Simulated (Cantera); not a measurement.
Input: 1 mol N2O, 0.49 mol O2, at 2.50 mbar.

Equilibrium computed with Cantera from the NASA thermochemical tables; the gas is ideal and each condensed phase is pure. Equilibrium is a limit: real reactors are often held back by kinetics, nucleation or transport.

x: gas mole fraction; nothing condenses.

```
T (°C)    x O   x N2     x O2     x NO       x N    x NO2
------  -----  -----  -------  -------  --------  -------
2600    0.493  0.368    0.118   0.0208   7.19e-5  4.97e-7
2650    0.527  0.360   0.0931   0.0195  0.000100  4.00e-7
2700    0.555  0.354   0.0725   0.0182  0.000139  3.17e-7
2750    0.579  0.349        …   0.0168         …        …
2800    0.597  0.345   0.0426   0.0155  0.000259  1.93e-7
2850    0.612  0.341        …        …         …        …
2900    0.623  0.339   0.0246   0.0131  0.000466  1.16e-7
2950    0.631  0.337   0.0187   0.0120  0.000617  9.00e-8
3000    0.638  0.336   0.0142   0.0110  0.000812  6.99e-8
3050    0.643  0.335   0.0109   0.0101   0.00106  5.45e-8
3100    0.647  0.334  0.00836  0.00928   0.00137  4.27e-8
3150    0.650  0.334  0.00646  0.00854   0.00176  3.36e-8
```

What belongs in the gaps?


- 2750, x O2: 0.0558
- 2750, x N: 0.000191
- 2750, x NO2: 2.48e-7
- 2850, x O2: 0.0324
- 2850, x NO: 0.0143
- 2850, x N: 0.000349
- 2850, x NO2: 1.50e-7
